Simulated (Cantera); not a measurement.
## Diamond growth

A diamond (100) surface in a fixed gas of H2 with x(CH4) = 0.011, x(CH3) = 0.00025, at 1150 K, 4500 Pa; coverages are run to steady state.

Detailed kinetics in Cantera: the Harris–Goodwin 1993 mechanism for the reconstructed diamond (100) surface.

```tsv
x(H)	growth (µm/h)	θ c6HH	θ c6H*	θ c6*H	θ c6**	θ c6HM
0.0001	0.200	0.597	0.0252	0.357	0.00468	0.00718
0.0002	0.423	0.541	0.0285	0.404	0.00845	0.00865
0.00041	0.830	0.505	0.0305	0.432	0.0130	0.00975
0.00084	1.52	0.486	0.0316	0.447	0.0172	0.0101
0.0017	2.60	0.476	0.0321	0.455	0.0202	0.00957
0.0035	4.17	0.472	0.0325	0.460	0.0221	0.00801
0.0071	5.99	0.471	0.0328	0.464	0.0232	0.00589
0.014	7.62	0.471	0.0330	0.466	0.0238	0.00388
0.029	8.93	0.471	0.0333	0.468	0.0242	0.00222
```
θ: site fractions in the mechanism's names (c6HH fully hydrogenated, c6H* and c6*H radical sites, c6** diradical, c6HM methylated).
